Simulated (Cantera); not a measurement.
What does this Cantera script print?

```python
import numpy as np
import cantera as ct

gas = ct.Solution("gri30.yaml")
gas.TPX = 1200, 500000, {'CH4': 1, 'C2H6': 0.1, 'O2': 5.73, 'N2': 21.6}
reactor = ct.IdealGasReactor(gas, energy="on", clone=False)
net = ct.ReactorNet([reactor])
net.rtol, net.atol = 1e-08, 1e-16
show = ['CH4', 'C2H6', 'O2', 'N2O', 'NO2', 'HCO', 'H']
times = np.geomspace(3e-06, 0.3, 13)

steps = ct.SolutionArray(gas, extra=["t"])
rows = []
print(f"{'t/s':>10s}{'T/K':>9s}{'P/Pa':>11s}" + "".join(f"{s:>11s}" for s in show))
for t in times:
    while net.time < t:
        t_next = net.step()
        steps.append(gas.state, t=t_next)
    rows.append([np.interp(t, steps.t, y) for y in (steps.T, steps.P, *steps(*show).X.T)])
    print(f"{t:10.3e}{rows[-1][0]:9.1f}{rows[-1][1]:11.4g}" + "".join(f"{x:11.3e}" for x in rows[-1][2:]))
rate = np.gradient(steps.T, steps.t)
print("integrator steps:", len(steps.t))
if steps.T.max() > steps.T[0] + 200:
    print(f"time of steepest temperature rise: {steps.t[rate.argmax()]:.4e} s")
gas.TPX = 1200, 500000, {'CH4': 1, 'C2H6': 0.1, 'O2': 5.73, 'N2': 21.6}
gas.equilibrate("UV")
print(f"equilibrium (UV): T = {gas.T:.1f} K  " + "  ".join(f"{s} {gas[s].X[0]:.3e}" for s in show))
```

Output:

```
       t/s      T/K       P/Pa        CH4       C2H6         O2        N2O        NO2        HCO          H
 3.000e-06   1200.0      5e+05  3.517e-02  3.517e-03  2.015e-01  8.440e-16  1.901e-27  1.294e-16  1.275e-11
 7.830e-06   1200.0      5e+05  3.517e-02  3.517e-03  2.015e-01  4.436e-15  8.968e-26  8.950e-16  2.626e-11
 2.044e-05   1200.0      5e+05  3.517e-02  3.517e-03  2.015e-01  2.880e-14  4.741e-24  6.232e-15  6.293e-11
 5.335e-05   1200.0      5e+05  3.517e-02  3.517e-03  2.015e-01  2.281e-13  3.025e-22  4.492e-14  1.737e-10
 1.392e-04   1200.0      5e+05  3.517e-02  3.516e-03  2.015e-01  2.208e-12  2.384e-20  3.649e-13  6.417e-10
 3.635e-04   1200.0      5e+05  3.517e-02  3.511e-03  2.015e-01  2.585e-11  3.061e-18  5.273e-12  4.516e-09
 9.487e-04   1202.7  5.012e+05  3.485e-02  3.391e-03  2.012e-01  4.698e-10  7.859e-15  1.396e-09  1.552e-07
 2.476e-03   2301.4   9.62e+05  1.168e-20 -5.855e-38  1.176e-01  1.851e-06  9.179e-07  3.427e-11  3.956e-05
 6.463e-03   2297.8  9.604e+05  1.140e-20  2.961e-38  1.169e-01  1.835e-06  4.422e-06  3.292e-11  3.854e-05
 1.687e-02   2290.3  9.573e+05  1.012e-20  2.382e-38  1.155e-01  1.809e-06  1.173e-05  3.026e-11  3.649e-05
 4.403e-02   2280.0  9.529e+05  8.561e-21  1.748e-38  1.136e-01  1.788e-06  2.184e-05  2.691e-11  3.381e-05
 1.149e-01   2274.4  9.505e+05  7.810e-21  1.476e-38  1.126e-01  1.783e-06  2.728e-05  2.525e-11  3.244e-05
 3.000e-01   2273.9  9.503e+05  7.752e-21  1.456e-38  1.125e-01  1.783e-06  2.772e-05  2.512e-11  3.233e-05
integrator steps: 1853
time of steepest temperature rise: 1.5513e-03 s
equilibrium (UV): T = 2273.9 K  CH4 1.185e-20  C2H6 2.470e-38  O2 1.125e-01  N2O 1.783e-06  NO2 2.772e-05  HCO 2.512e-11  H 3.233e-05
```

Detailed kinetics in Cantera: GRI-Mech 3.0 (53 species, 325 reactions).
